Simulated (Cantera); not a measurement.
## Moist CO burnout

A perfectly stirred reactor is fed with 0.768 % CO, 4.17 % O2, 0.275 % H2O, 94.8 % N2, at 0.133 bar; it is held at 1175 K, and followed from long to short residence time.

Detailed kinetics in Cantera: GRI-Mech 3.0 (53 species, 325 reactions).

| τ (s) | x CO | x O2 | x H2O | x N2O | x OH | x O | x H |
|---|---|---|---|---|---|---|---|
| 12 | 8.67e-5 | 0.0380 | 0.00275 | 2.22e-7 | 2.05e-5 | 2.56e-5 | 1.05e-6 |
| 3.3 | 0.000205 | 0.0381 | 0.00274 | 1.94e-7 | 3.11e-5 | 6.01e-5 | 3.73e-6 |
| 0.88 | 0.000487 | 0.0382 | 0.00272 | 1.59e-7 | 4.70e-5 | 0.000141 | 1.32e-5 |
| 0.23 | 0.00114 | 0.0384 | 0.00269 | 1.24e-7 | 6.92e-5 | 0.000317 | 4.34e-5 |
| 0.062 | 0.00248 | 0.0389 | 0.00263 | 9.15e-8 | 9.26e-5 | 0.000616 | 0.000112 |
| 0.017 | 0.00474 | 0.0399 | 0.00259 | 5.70e-8 | 9.83e-5 | 0.000833 | 0.000162 |
| 0.0044 | 0.00715 | 0.0413 | 0.00270 | 9.60e-9 | 4.45e-5 | 0.000328 | 3.66e-5 |
x: mole fraction; the columns are a selection and need not sum to one.
